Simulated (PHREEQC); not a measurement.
Make-up at 25 °C: 0.0026 mol HBr, 0.00055 mol CuSO4 and 0.00027 mol MnSO4 per kg of water. Closed to the air; pH follows from the charge balance.

Equilibrium calculation in PHREEQC: ion-association model, phreeqc.dat.

This is a speciation only: nothing precipitates in the calculation.

Task: What pH does the model give?

Result: pH 2.64.

Task: In which forms is Cu present?

Result: Cu+2 93 %, CuSO4 6.7 % of the Cu.

Species that the database lacks are ignored.
